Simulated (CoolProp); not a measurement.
Properties of nitrous oxide along the isobar 101 kPa (Tc = 309.5 K, pc = 7245 kPa, ω = 0.161).

Computed with CoolProp (reference Helmholtz-energy equation of state, Lemmon 2006). It is a short technical equation, of lower accuracy than the large ones.

| T (K) | phase | isothermal compressibility (1/MPa) | fugacity coefficient |
|---|---|---|---|
| 268.3 | gas | 9.977 | 0.9925 |
| 288.4 | gas | 9.962 | 0.9940 |
| 308.5 | gas | 9.950 | 0.9951 |
| 328.7 | gas | 9.941 | 0.9960 |
| 348.8 | gas | 9.934 | 0.9967 |
| 368.9 | gas | 9.928 | 0.9973 |
| 389 | gas | 9.924 | 0.9977 |
| 409.1 | gas | 9.920 | 0.9981 |
| 429.2 | gas | 9.917 | 0.9984 |
